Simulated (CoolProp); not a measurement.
The fluid at 293.15 K and 0.851 MPa is compressed adiabatically to 6.54 MPa with isentropic efficiency 0.75. The same conditions are run with several fluids, on thermodynamics alone (safety and materials aside).

Model: reference Helmholtz-energy equation of state of each fluid (carbonyl sulfide: Lemmon 2006; hydrogen chloride: Thol 2018; R13: Platzer 1990; CF4 (R14): Platzer 1990), in CoolProp. The equations of Platzer and Polt are older, rougher fits.

Q: Rank carbonyl sulfide, hydrogen chloride, R13, CF4 (R14) by work (kJ/kg), highest first.

A: hydrogen chloride (233), carbonyl sulfide (116), CF4 (R14) (83.0), R13 (62.1)

```tsv
fluid	final temperature (K)	final phase	final density (kg/m³)
carbonyl sulfide	482.1	supercritical	118
hydrogen chloride	595.6	gas	49.9
R13	410.9	supercritical	246
CF4 (R14)	414.2	supercritical	174
```
